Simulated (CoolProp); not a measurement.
Saturation properties of decamethylcyclopentasiloxane (D5).

Model: reference Helmholtz-energy equation of state, Thol 2019, in CoolProp.

| T (°C) | p (MPa) | liquid density (kg/m³) | vapour density (kg/m³) | enthalpy of vaporisation (kJ/kg) | liquid cp (kJ/(kg K)) |
|---|---|---|---|---|---|
| 188.85 | 0.05852 | 771.5 | 6.019 | 117.7 | 1.957 |
| 198.65 | 0.07527 | 759.1 | 7.683 | 114.3 | 1.975 |
| 208.55 | 0.09577 | 746.3 | 9.722 | 110.8 | 1.995 |
| 218.35 | 0.1200 | 733.1 | 12.15 | 107.3 | 2.014 |
| 228.15 | 0.1488 | 719.5 | 15.07 | 103.6 | 2.035 |
| 238.05 | 0.1829 | 705.1 | 18.58 | 99.73 | 2.056 |
| 247.85 | 0.2223 | 690.2 | 22.72 | 95.75 | 2.079 |
| 257.75 | 0.2683 | 674.4 | 27.72 | 91.52 | 2.104 |
| 267.55 | 0.3206 | 657.6 | 33.62 | 87.08 | 2.131 |
| 277.35 | 0.3804 | 639.6 | 40.71 | 82.34 | 2.163 |
| 287.25 | 0.4490 | 619.9 | 49.39 | 77.15 | 2.200 |
| 297.05 | 0.5261 | 598.1 | 59.95 | 71.50 | 2.246 |
| 306.95 | 0.6141 | 573.2 | 73.37 | 65.08 | 2.310 |
| 316.75 | 0.7123 | 544.2 | 90.68 | 57.69 | 2.404 |
| 326.55 | 0.8232 | 508.0 | 114.7 | 48.64 | 2.579 |

It boils at 210.9 °C under 1 atm.
